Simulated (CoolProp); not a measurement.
CH3F (R41) along the isobar 28.1 MPa: Z from the reference equation and from simpler models built on Tc = 317.3 K, pc = 5.906 MPa, ω = 0.200; each cubic takes its own stable root.

Values from CoolProp's reference Helmholtz-energy equation of state, Lemmon 2006. It is a short technical equation, of lower accuracy than the large ones.

```tsv
T (K)	phase	reference	Redlich-Kwong	Soave-Redlich-Kwong
275.8	liquid	0.5480	0.6931	0.6838
297.1	liquid	0.5410	0.6824	0.6768
318.4	supercritical	0.5413	0.6795	0.6799
339.7	supercritical	0.5495	0.6839	0.6930
361	supercritical	0.5664	0.6953	0.7162
382.4	supercritical	0.5926	0.7130	0.7482
403.7	supercritical	0.6273	0.7358	0.7862
425	supercritical	0.6682	0.7619	0.8265
```
